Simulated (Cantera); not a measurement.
An isothermal plug-flow reactor at 650 K and 69000 Pa (inlet), inlet velocity 2 m/s, active area per volume 3900 1/m; feed CO : O2 : N2 : H2O = 0.002 : 0.016 : 0.79 : 0.056 (molar parts).

Detailed kinetics in Cantera: Deutschmann's 1995 Pt surface mechanism with GRI-Mech 3.0 gas chemistry. Catalytic surfaces can have several steady states; this one follows from the mechanism file's or the stated starting coverage. Mass transfer to the wall is taken as infinitely fast.

One state of this run: x CO = 0.000896; x O2 = 0.0178; x H2O = 0.0649; x CO2 = 0.00142; θ free Pt = 0.0166; θ O* = 0.975; θ OH* = 0.00758; θ CO* = 0.000964. x: gas mole fraction; θ: surface coverage.

Problem. Which value of z (m) does it belong to?
A. 0.002
B. 0.00092
C. 4.3e-05
D. 0.00043

Solution. B, 0.00092
